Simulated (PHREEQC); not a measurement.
A made-up water analysis in mg/L, 55 °C, pH 7.19, pe -0.3:

| constituent | mg/L |
|---|---|
| Na | 6990 |
| K | 347 |
| Ca | 593 |
| Mg | 267 |
| Cl | 11300 |
| S(6) as SO4 | 1860 |
| Alkalinity as HCO3 | 173 |
| Si as SiO2 | 14.3 |
| N(-3) as NH4 | 0.754 |
| Li | 21.4 |
| Mn(2) | 6.87 |
| Fe(2) | 158 |

Valence states are taken as typed.

The numbers come from PHREEQC with the ion-association model, phreeqc.dat.

No solid was allowed to form.

Task: Order these N species by the share of N that they hold, largest first: NH3, NH4+, NH4SO4-.

Result: NH4+ (95 %), NH3 (3.1 %), NH4SO4- (2.3 %)

Task: Order these S species by the share of S that they hold, largest first: NaSO4-, FeSO4, CaSO4, MgSO4, SO4-2.

Result: SO4-2 (55 %), NaSO4- (22 %), MgSO4 (12 %), CaSO4 (7.8 %), FeSO4 (1.7 %)

The pH is 7.19 and the ionic strength 0.396 mol/kgw. Saturation is exceeded, for instance for Siderite, Rhodochrosite; the values hold only as long as no solid forms. Away from 25 °C the constants follow the database's enthalpies or fits; those with neither stay at their 25 °C values.
